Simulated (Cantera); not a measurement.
Cantera run, input and output.

```python
import numpy as np
import cantera as ct

surf = ct.Interface("diamond.yaml", "diamond_100")
gas, bulk = surf.adjacent["gas"], surf.adjacent["diamond"]
k = surf.kinetics_species_index(bulk.species_names[0])
cover = ["c6HH", "c6H*", "c6*H", "c6**", "c6HM", "c6B"]

rows, drift = [], 0.0
print(f"{'xCH3':>10s}{'um/h':>11s}" + "".join(f"{s:>11s}" for s in cover))
for v in [1e-06, 2.1e-06, 4.3e-06, 8.9e-06, 1.8e-05, 3.8e-05, 7.9e-05, 0.00016, 0.00034]:
    T, P, xH, xCH3 = 1125, 2600, 0.00025, v
    gas.TPX = T, P, {"H": xH, "CH3": xCH3, "CH4": 0.013, "H2": 1 - xH - xCH3 - 0.013}
    surf.TP = bulk.TP = T, P
    surf.coverages = "c6H*:0.1, c6HH:0.9"
    surf.advance_coverages(100.0)
    before = surf.coverages
    surf.advance_coverages(100.0)
    drift = max(drift, np.max(np.abs(surf.coverages - before) / (surf.coverages + 1e-9)))
    rate = surf.net_production_rates[k] * bulk.mean_molecular_weight / bulk.density * 3.6e9
    rows.append([rate, *surf[cover].coverages])
    print(f"{v:10.4g}{rate:11.4e}" + "".join(f"{x:11.3e}" for x in rows[-1][1:]))
```

Result:

```
      xCH3       um/h       c6HH       c6H*       c6*H       c6**       c6HM        c6B
     1e-06 1.2065e-03  5.438e-01  2.788e-02  4.174e-01  1.087e-02  4.112e-05  3.274e-12
   2.1e-06 2.5325e-03  5.438e-01  2.787e-02  4.173e-01  1.086e-02  8.632e-05  6.872e-12
   4.3e-06 5.1809e-03  5.437e-01  2.787e-02  4.173e-01  1.084e-02  1.767e-04  1.406e-11
   8.9e-06 1.0703e-02  5.435e-01  2.786e-02  4.171e-01  1.081e-02  3.653e-04  2.904e-11
   1.8e-05 2.1568e-02  5.431e-01  2.784e-02  4.168e-01  1.075e-02  7.374e-04  5.853e-11
   3.8e-05 4.5170e-02  5.424e-01  2.780e-02  4.161e-01  1.062e-02  1.550e-03  1.226e-10
   7.9e-05 9.2415e-02  5.408e-01  2.771e-02  4.148e-01  1.036e-02  3.195e-03  2.508e-10
   0.00016 1.8157e-01  5.378e-01  2.754e-02  4.123e-01  9.880e-03  6.367e-03  4.927e-10
   0.00034 3.6265e-01  5.316e-01  2.718e-02  4.069e-01  8.948e-03  1.309e-02  9.841e-10
```

Cantera simulation using the Harris–Goodwin 1993 mechanism for the reconstructed diamond (100) surface; the numbers are that mechanism's predictions, not measurements.
